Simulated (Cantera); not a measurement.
Input (Python, Cantera) and output of one run.

```python
import numpy as np
import cantera as ct

gas_names = """
    H H2 N NH NH2 NH3 N2 N2H2 N2H4 Si SiH SiH2 SiH3 SiH4 SiN Si2 Si2N Si3
""".split()
cond_names = """
    Si(cr) Si(L) Si3N4(a)
""".split()


# ... load() reads the species with a 1 bar reference pressure and builds the phases ...
atoms = {
    'SiH4': {'Si': 1, 'H': 4},
    'N2': {'N': 2},
}
top_T = {'Si3N4(a)': 2400}  # K; cautious upper limits of use, not melting points


# ... equilibrate(T, P, feed) seeds the gas with the atoms and calls Mixture.equilibrate('TP', solver="vcs", rtol=1e-11, max_steps=5000) ...
results = []
feed = {'SiH4': 1, 'N2': 21}  # mol
T = 1325  # K
P = 100000  # Pa
mix = equilibrate(T, P, feed)
results.append((T, P, feed, dict(zip(mix.species_names, mix.species_moles))))
x = sorted(zip(gas.X, gas.species_names), reverse=True)
print(f"T = {T:g} K  P = {P:g} Pa  gas = {mix.phase_moles(0):.4g} mol")
print("   x: " + "  ".join(f"{s} {v:.3e}" for v, s in x if v > 0.0001))
print("   condensed (mol): " + ("  ".join(f"{mix.phase(i).name} {mix.phase_moles(i):.4g}"
      for i in range(1, mix.n_phases) if mix.phase_moles(i) > 1e-12) or "none"))
```

Result:

```
T = 1325 K  P = 100000 Pa  gas = 22.33 mol
   x: N2 9.104e-01  H2 8.955e-02
   condensed (mol): Si3N4(a) 0.3333
```

Equilibrium computed with Cantera from the NASA thermochemical tables; the gas is ideal and each condensed phase is pure. N2 is the only nitrogen source here; it is nearly inert below about 1500 K, so the nitride shown seldom forms there in practice.
